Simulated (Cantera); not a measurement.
A closed system holds: 1 mol Si₂H₆, 0.99 mol O₂, equilibrated at 2173 K and 57.0 Pa.

Cantera equilibrium calculation (NASA polynomials, part measured and part estimated; ideal gas, pure solids and liquids). Candidate condensed phases: H₂O, Si, SiO₂; 18 gas species. The feed counts by its element totals alone. Equilibrium is a limit: real reactors are often held back by kinetics, nucleation or transport.

Base state: H₂ 0.487, SiO 0.368, H 0.141, Si 0.00369, SiH 2.87e-5 (mole fractions); condensed: gas only.

### Question
What changes in the equilibrium state with this change: temperature from 2173 K to 2025 K?

### Answer
```csv
species,before,after
H₂,0.487,0.552
SiO,0.368,0.384
H,0.141,0.0599
SiH,2.87e-5,4.35e-5
Si,0.00369,0.00383
```

### Question
What changes in the equilibrium state with this change: O₂ from 0.99 to 0.36 mol?

### Answer
| species | before | after |
|---|---|---|
| H₂ | 0.487 | 0.488 |
| Si | 0.00369 | 0.233 |
| H | 0.141 | 0.141 |
| SiO | 0.368 | 0.134 |
| SiH | 2.87e-5 | 0.00181 |
| Si₃ | <1e-9 | 0.000154 |
| Si₂ | 4.17e-7 | 0.00166 |
| SiH₂ | 9.51e-7 | 6.01e-5 |
Gases not in the tables: Si₂H₆ and higher silanes.

### Question
What changes in the equilibrium state with this change: Si₂H₆ replaced by SiF₄?

### Answer
```tsv
species	before	after
SiF₄	0	0.453
O₂	<1e-9	0.434
O	4.94e-8	0.0627
H₂	0.487	0
H	0.141	0
F	0	0.0315
SiF₃	0	0.0143
SiO	0.368	0.00394
Si	0.00369	<1e-9
SiF₂	0	0.000114
SiH	2.87e-5	0
```
The tables' values for SiF₃, SiO₂, SiF₂ are old estimates; treat these amounts as uncertain.
